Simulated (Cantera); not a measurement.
A jet of 1.42 % H2, 12.0 % O2, 86.5 % N2 at 300 K and 0.0550 bar hits a platinum plate 7.9 cm away at a mass flux of 0.09 kg/m²/s; the plate temperature is set and raised in steps from an oxygen-covered start.

Detailed kinetics in Cantera: Deutschmann's 1995 Pt surface mechanism with GRI-Mech 3.0 gas chemistry. Catalytic surfaces can have several steady states; this one follows from the mechanism file's or the stated starting coverage.

x: mole fraction at the wall; θ: surface coverage.

```
plate T (K)  wall x H2  wall x O2  wall x H2O  wall x OH  θ free Pt   θ O*     θ OH*
-----------  ---------  ---------  ----------  ---------  ---------  -----  --------
700            0.00238      0.108      0.0229      <1e-8     0.0510  0.947   0.00155
750            0.00183      0.107      0.0238      <1e-8     0.0722  0.926   0.00135
800            0.00128      0.107      0.0247      <1e-8      0.111  0.887   0.00125
850                  ?      0.106      0.0253          ?          ?  0.834   0.00116
900           0.000700      0.106      0.0256    4.05e-8      0.227  0.772   0.00105
950           0.000563      0.106      0.0258    1.12e-7      0.293  0.706  0.000933
1000                 ?      0.106      0.0259          ?          ?      ?         ?
```

Question: Some entries are withheld; supply them.

Answer: 
- 850, wall x H2: 0.000923
- 850, wall x OH: 1.29e-8
- 850, θ free Pt: 0.165
- 1000, wall x H2: 0.000472
- 1000, wall x OH: 2.78e-7
- 1000, θ free Pt: 0.362
- 1000, θ O*: 0.637
- 1000, θ OH*: 0.000820
